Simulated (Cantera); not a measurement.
Charge: 1 mol PbO, 1.7 mol C, 1.7 mol N₂, at 0.100 bar.

Method: chemical equilibrium by Gibbs-energy minimisation in Cantera with the NASA 1993 tables (ideal gas, pure condensed phases). Candidate condensed phases: C, Pb, PbO, PbO₂, Pb₃O₄; 27 gas species. Equilibrium is a limit: real reactors are often held back by kinetics, nucleation or transport.

**Question.** Which condensed phases are stable at each of these points (T (K)): 925, 1125, 1325, 1525, 1725, 1925, 2125, 2325?

**Answer.** 
```tsv
T (K)	condensed phases	Pb condensed (%)
925	C(graphite) + Pb(l)	100.0
1125	C(graphite) + Pb(l)	99.5
1325	C(graphite) + Pb(l)	89.9
1525	C(graphite)	0.0
1725	C(graphite)	0.0
1925	C(graphite)	0.0
2125	C(graphite)	0.0
2325	C(graphite)	0.0
```

From 925 K to 1325 K the condensed part is C(graphite) + Pb(l). From 1525 K to 2325 K the condensed part is C(graphite).
